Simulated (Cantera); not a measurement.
Standard-state values (1 bar) from the NASA 1993 polynomials, evaluated with Cantera. Values are per mole of reaction as written; species without (g) are pure solids or liquids, kept so even where they would boil at 1 bar.

Task: Between 2798 and 2923 K, where is each reaction favourable under standard conditions?
- 2 SO₂(g) → 2 O₂(g) + S₂(g)
- O₃(g) → 3 O(g)
- S₂(g) + 6 N₂O(g) → 12 N(g) + 2 SO₃(g)

Result: 
- 2 SO₂(g) → 2 O₂(g) + S₂(g): ΔG° is 316 kJ at 2798 K and 297 kJ at 2923 K; it stays positive (K < 1). ΔH° is 722 kJ and ΔS° 145 J/K at 2923 K.
- O₃(g) → 3 O(g): ΔG° is -122 kJ at 2798 K and -155 kJ at 2923 K; it stays negative (K > 1). ΔH° is 602 kJ and ΔS° 259 J/K at 2923 K.
- S₂(g) + 6 N₂O(g) → 12 N(g) + 2 SO₃(g): ΔG° is 1825 kJ at 2798 K and 1713 kJ at 2923 K; it stays positive (K < 1). ΔH° is 4317 kJ and ΔS° 891 J/K at 2923 K.
